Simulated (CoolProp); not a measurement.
Propane along the isobar 5250 kPa: fugacity coefficient from the reference equation and from simpler models built on Tc = 369.9 K, pc = 4251 kPa, ω = 0.152; each cubic takes its own stable root.

Model: reference Helmholtz-energy equation of state, Lemmon 2009, in CoolProp.

```csv
T (K),phase,reference
333.3,liquid,0.3467
357.2,liquid,0.4850
381.1,supercritical,0.6230
405,supercritical,0.7035
428.9,supercritical,0.7571
452.8,supercritical,0.7983
476.7,supercritical,0.8314
500.6,supercritical,0.8585
524.4,supercritical,0.8809
548.3,supercritical,0.8998
572.2,supercritical,0.9158
596.1,supercritical,0.9295
620,supercritical,0.9412
```

**Question.** How far does each simpler model (van der Waals, Redlich-Kwong, Soave-Redlich-Kwong, Peng-Robinson) lie from the reference over these 13 states: mean and median of the absolute difference, and the worst?

**Answer.** 
- van der Waals: mean 5.4 %, median 3.0 %, worst +30.6 % at 333.3 K and 5250 kPa
- Redlich-Kwong: mean 2.1 %, median 1.6 %, worst +8.1 % at 333.3 K and 5250 kPa
- Soave-Redlich-Kwong: mean 1.2 %, median 1.1 %, worst +2.8 % at 333.3 K and 5250 kPa
- Peng-Robinson: mean 2.1 %, median 1.9 %, worst -3.3 % at 405 K and 5250 kPa
